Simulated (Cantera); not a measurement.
Cantera run:

```python
import numpy as np
import cantera as ct

gas_names = """
    CL CL2 H HCL H2 N NH NH2 NH3 N2 N2H2 N2H4 Si SiCL SiCL2 SiCL3 SiCL4 SiH SiHCL3 SiH2 SiH2CL2 SiH3
    SiH3CL SiH4 SiN Si2 Si2N Si3
""".split()
cond_names = """
    NH4CL(a) NH4CL(b) Si(cr) Si(L) Si3N4(a)
""".split()


def load(file, names, dense=False):
    # The tables refer to 1 bar. Condensed volumes are neglected.
    table = {s.name: s for s in ct.Species.list_from_file(file)}
    out = []
    for n in names:
        d = dict(table[n].input_data)
        d["thermo"] = dict(d["thermo"], **{"reference-pressure": 1e5})
        if dense:
            d["equation-of-state"] = {"model": "constant-volume", "density": "1e6 g/cm^3"}
        out.append(ct.Species.from_dict(d))
    return out


gas = ct.Solution(thermo="ideal-gas", species=load("nasa_gas.yaml", gas_names))
cond = {s.name: ct.Solution(thermo="fixed-stoichiometry", species=[s], name=s.name)
        for s in load("nasa_condensed.yaml", cond_names, dense=True)}
atoms = {
    'Si2Cl6': {'Si': 2, 'CL': 6},
    'HCl': {'H': 1, 'CL': 1},
    'N2': {'N': 2},
}
top_T = {'Si3N4(a)': 2400}  # K; cautious upper limits of use, not melting points


def equilibrate(T, P, feed):
    n = {}
    for name, mol in feed.items():
        for a, k in atoms[name].items():
            n[a] = n.get(a, 0.0) + k * mol
    gas.TPX = T, P, n
    mass = sum(n.values()) * gas.mean_molecular_weight
    gas.equilibrate("TP")
    valid = [c for c in cond.values() if c.min_temp <= T <= top_T.get(c.name, c.max_temp)]
    mix = ct.Mixture([(gas, mass / gas.mean_molecular_weight)] + [(c, 0.0) for c in valid])
    mix.T, mix.P = T, P
    mix.equilibrate("TP", solver="vcs", rtol=1e-11, max_steps=5000)
    return mix


results = []
feed = {'Si2Cl6': 1, 'HCl': 1.3, 'N2': 45}  # mol
T = 1598  # K
for P in [100, 230, 540, 1300, 2900, 6800, 16000, 37000, 86000, 200000]:
    mix = equilibrate(T, P, feed)
    results.append((T, P, feed, dict(zip(mix.species_names, mix.species_moles))))

top = {s: max(r[3][s] / sum(r[3][g] for g in gas_names) for r in results) for s in gas_names}
cols = sorted((s for s in top if top[s] > 1e-05), key=lambda s: -top[s])[:6]
seen = [c for c in cond_names if any(r[3].get(c, 0) > 1e-12 for r in results)]
print("log10 of partial pressures in bar; condensed amounts in mol")
print(f"{'P/Pa':>10s}" + "".join(f"{s[:9]:>10s}" for s in cols + seen))
for T, P, feed, n in results:
    ng = sum(n[g] for g in gas_names)
    print(f"{P:10.4g}" + "".join(f"{np.log10(max(n[s] / ng * P / 1e5, 1e-99)):10.3f}" for s in cols)
          + "".join(f"{n.get(c, 0):10.4g}" for c in seen))
```

It prints:

```
log10 of partial pressures in bar; condensed amounts in mol
      P/Pa        N2       HCL     SiCL4     SiCL2        CL     SiCL3  Si3N4(a)
       100    -3.036    -4.576    -5.023    -4.654    -4.897    -5.035         0
       230    -2.672    -4.212    -4.548    -4.358    -4.807    -4.650         0
       540    -2.300    -3.840    -4.119    -4.030    -4.757    -4.271         0
      1300    -1.917    -3.458    -3.709    -3.672    -4.731    -3.888         0
      2900    -1.569    -3.111    -3.348    -3.336    -4.719    -3.539         0
      6800    -1.198    -2.745    -2.969    -2.974    -4.710    -3.168         0
   1.6e+04    -0.826    -2.382    -2.588    -2.612    -4.700    -2.797         0
   3.7e+04    -0.462    -2.035    -2.210    -2.264    -4.685    -2.434         0
   8.6e+04    -0.095    -1.673    -1.755    -2.094    -4.543    -2.121   0.04651
     2e+05     0.273    -1.307    -1.317    -1.997    -4.372    -1.854   0.08793
```

These are equilibrium values from Cantera (NASA tables, ideal gas, pure condensed phases), not measurements of a reactor. The feed counts by its element totals alone. The tables' values for SiCl3 are old estimates; treat these amounts as uncertain.
